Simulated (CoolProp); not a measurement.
Saturated liquid density (kg/m³) of R1224YDZ: the reference equation beside estimates from Tc = 428.7 K, pc = 3334 kPa, ω = 0.325.

Values from CoolProp's reference Helmholtz-energy equation of state, Akasaka 2023.

```csv
T (K),reference,van der Waals,Redlich-Kwong,Peng-Robinson
214.3,1571,910.6,1352,1565
239.9,1509,879.0,1299,1517
265.6,1446,844.6,1240,1461
291.2,1379,806.8,1174,1395
316.8,1307,?,1099,1317
342.4,1226,716.9,?,1223
368.1,?,660.5,911.8,1104
393.7,1015,589.9,785.6,946.8
419.3,836.5,482.7,599.4,699.5
```

Task: What belongs in the gaps?

Result: 
- 316.8, van der Waals: 764.8
- 342.4, Redlich-Kwong: 1014
- 368.1, reference: 1132

Absolute difference from the reference over all 9 rows, mean and median: van der Waals 41.7 and 41.7 %, Redlich-Kwong 17.8 and 15.9 %, Peng-Robinson 3.3 and 1.0 %.
